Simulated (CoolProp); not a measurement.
Vapour-liquid equilibrium of cyclohexane (1) + toluene (2) at 314.4 K; x and y are mole fractions of (1).

Computed with CoolProp (multi-fluid Helmholtz-energy mixture model, Zhou 2014 and Lemmon 2006; pair parameters Bell 2016).

| x | bubble pressure (kPa) | y at the bubble point | dew pressure at overall composition x (kPa) | liquid density (mol/L) |
|---|---|---|---|---|
| 0.05 | 9.707 | 0.181 | 8.693 | 9.180 |
| 0.125 | 11.58 | 0.364 | 9.248 | 9.163 |
| 0.2 | 13.29 | 0.489 | 9.877 | 9.146 |
| 0.275 | [?] | 0.580 | [?] | 9.130 |
| 0.35 | 16.28 | 0.651 | 11.41 | 9.114 |
| 0.425 | 17.61 | 0.708 | 12.36 | 9.098 |
| 0.5 | 18.84 | 0.757 | 13.46 | [?] |
| 0.575 | 20.00 | [?] | 14.75 | 9.070 |
| 0.65 | 21.10 | 0.837 | 16.26 | 9.057 |
| 0.725 | 22.17 | 0.873 | 18.02 | 9.045 |
| 0.8 | 23.20 | 0.907 | 20.03 | 9.034 |
| 0.875 | 24.22 | 0.941 | 22.23 | 9.025 |
| 0.95 | 25.23 | 0.976 | 24.47 | 9.016 |

Problem. What belongs in the gaps?

Solution. 
- 0.275, bubble pressure (kPa): 14.85
- 0.275, dew pressure at overall composition x (kPa): 10.59
- 0.5, liquid density (mol/L): 9.084
- 0.575, y at the bubble point: 0.799

No azeotrope shows between x = 0.05 and 0.95.

The pair parameters rest on a limited set of measurements; away from them the model extrapolates.
